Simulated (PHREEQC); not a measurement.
**Polishing slurry liquid (model solution)**

A solution holds 0.14 mol K2CO3, 0.0012 mol H4SiO4 and 8.2e-05 mol KH2PO4 per kg of water, at 25 °C. Closed to the air; pH follows from the charge balance.

Computed with PHREEQC (ion-association model, phreeqc.dat).

Precipitation was switched off in this run.

Problem. Predict the pH, activity of water, specific conductance.

Solution. pH 11.33; activity of water 0.993; specific conductance 26000 µS/cm.

Problem. In which forms is Si present?

Solution. H3SiO4- 94 %, H2SiO4-2 3.8 %, H4SiO4 1.8 % of the Si.

Complexes and solids missing from the database can't appear.
